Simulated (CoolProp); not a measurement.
Vapour-liquid equilibrium of 1-butene (1) + acetone (2) at 0.417 bar; x and y are mole fractions of (1).

Computed with CoolProp (multi-fluid Helmholtz-energy mixture model, Lemmon 2005 and Lemmon 2006; pair parameters Bell 2016).

```tsv
x	bubble temperature (K)	y at the bubble point	dew temperature at overall composition x (K)	liquid density (mol/L)
0.05	283.5	0.635	304.2	13.60
0.15	263.3	___	301.6	13.62
0.25	255.6	0.932	298.7	13.42
0.35	252.3	0.948	295.5	13.16
0.45	250.8	0.954	291.9	12.87
0.55	250.0	0.958	287.7	12.59
0.65	___	0.961	282.7	___
0.75	___	0.965	276.3	___
0.85	248.0	___	___	11.85
0.95	246.8	0.988	___	11.65
```

### Question
Complete the blanks.

### Answer

- 0.15, y at the bubble point: 0.884
- 0.65, bubble temperature (K): 249.5
- 0.65, liquid density (mol/L): 12.32
- 0.75, bubble temperature (K): 248.9
- 0.75, liquid density (mol/L): 12.07
- 0.85, y at the bubble point: 0.972
- 0.85, dew temperature at overall composition x (K): 267.4
- 0.95, dew temperature at overall composition x (K): 251.7

No azeotrope shows between x = 0.05 and 0.95.

Pair parameters are fitted to limited data, so mixtures are less certain than the pure fluids. With so large a gap from Raoult's law the liquid may split in two, which this calculation doesn't test in full.
